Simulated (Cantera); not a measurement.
**Reactions in the system H-N-O-V**

Source: NASA polynomial tables (part measured, part estimated), evaluated in Cantera. Values are per mole of reaction as written; species without (g) are pure solids or liquids, kept so even where they would boil at 1 bar. VN: taken at fixed stoichiometry.

4 VN + 5 H2O2(g) → 5 H2(g) + 2 V2O5 + 4 N(g)

```
T (K)  ΔH° (kJ)  ΔS° (J/K)  ΔG° (kJ)  log10 K  condensed phases
-----  --------  ---------  --------  -------  ----------------
300       339.9      206.8     277.8   -48.37    VN(s), V2O5(s)
550       370.5      281.5     215.7   -20.48    VN(s), V2O5(s)
700       386.1      306.5     171.5   -12.80    VN(s), V2O5(s)
850       399.6      324.1     124.1    -7.63    VN(s), V2O5(s)
1000      541.5      474.9      66.6    -3.48    VN(s), V2O5(l)
1150      553.7      486.2      -5.5     0.25    VN(s), V2O5(l)
1300      563.6      494.4     -79.1     3.18    VN(s), V2O5(l)
1450      571.7      500.2    -153.7     5.54    VN(s), V2O5(l)
1600      577.9      504.3    -229.0     7.48    VN(s), V2O5(l)
1750      582.5      507.1    -304.9     9.10    VN(s), V2O5(l)
1900      585.6      508.8    -381.1    10.48    VN(s), V2O5(l)
2050      587.4      509.7    -457.5    11.66    VN(s), V2O5(l)
```
